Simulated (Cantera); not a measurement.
A closed system holds: 1 mol Fe3O4, 27 mol H2, 2.1 mol H2O, at 12.0 mbar.

These are equilibrium values from Cantera (NASA tables, ideal gas, pure condensed phases), not measurements of a reactor. Candidate condensed phases: Fe, FeO, Fe(OH)2, Fe(OH)3, Fe2O3, Fe3O4, H2O; 12 gas species. Mutual solubility and eutectic melting of coexisting phases are not modelled. The tables' stoichiometric FeO is somewhat more stable than real wüstite, so its field is too wide. FeO: taken at fixed stoichiometry. Kinetics and transport are ignored.

x: gas mole fraction; n: condensed amount in mol.

```json
[
 {"T (K)": "1023", "x H2": "0.841", "x H2O": "0.159", "x H": "[?]", "x Fe": "3.74e-12", "x Fe(OH)2": "2.90e-9", "x OH": "1.72e-11", "n Fe(α)": "1.52", "n FeO(s)": "1.48", "n Fe(γ)": "0"},
 {"T (K)": "1073", "x H2": "0.825", "x H2O": "0.175", "x H": "[?]", "x Fe": "3.46e-11", "x Fe(OH)2": "8.66e-9", "x OH": "9.23e-11", "n Fe(α)": "2.00", "n FeO(s)": "0.999", "n Fe(γ)": "0"},
 {"T (K)": "1123", "x H2": "0.808", "x H2O": "0.192", "x H": "[?]", "x Fe": "2.60e-10", "x Fe(OH)2": "2.34e-8", "x OH": "4.28e-10", "n Fe(α)": "2.49", "n FeO(s)": "0.508", "n Fe(γ)": "0"},
 {"T (K)": "1173", "x H2": "0.792", "x H2O": "0.208", "x H": "[?]", "x Fe": "1.64e-9", "x Fe(OH)2": "5.80e-8", "x OH": "1.74e-9", "n Fe(α)": "2.96", "n FeO(s)": "0.0367", "n Fe(γ)": "0"},
 {"T (K)": "1223", "x H2": "0.790", "x H2O": "0.210", "x H": "[?]", "x Fe": "8.81e-9", "x Fe(OH)2": "1.14e-7", "x OH": "5.83e-9", "n Fe(α)": "0", "n FeO(s)": "0", "n Fe(γ)": "3.00"},
 {"T (K)": "1273", "x H2": "0.790", "x H2O": "0.210", "x H": "[?]", "x Fe": "4.15e-8", "x Fe(OH)2": "2.11e-7", "x OH": "1.77e-8", "n Fe(α)": "0", "n FeO(s)": "0", "n Fe(γ)": "3.00"},
 {"T (K)": "1323", "x H2": "0.790", "x H2O": "0.210", "x H": "[?]", "x Fe": "1.73e-7", "x Fe(OH)2": "3.72e-7", "x OH": "4.94e-8", "n Fe(α)": "0", "n FeO(s)": "0", "n Fe(γ)": "3.00"},
 {"T (K)": "1373", "x H2": "0.790", "x H2O": "0.210", "x H": "[?]", "x Fe": "6.50e-7", "x Fe(OH)2": "6.30e-7", "x OH": "1.28e-7", "n Fe(α)": "0", "n FeO(s)": "0", "n Fe(γ)": "3.00"}
]
```

Fill in the missing entries.


- 1023, x H: 3.47e-8
- 1073, x H: 1.16e-7
- 1123, x H: 3.49e-7
- 1173, x H: 9.58e-7
- 1223, x H: 2.44e-6
- 1273, x H: 5.79e-6
- 1323, x H: 1.29e-5
- 1373, x H: 2.70e-5
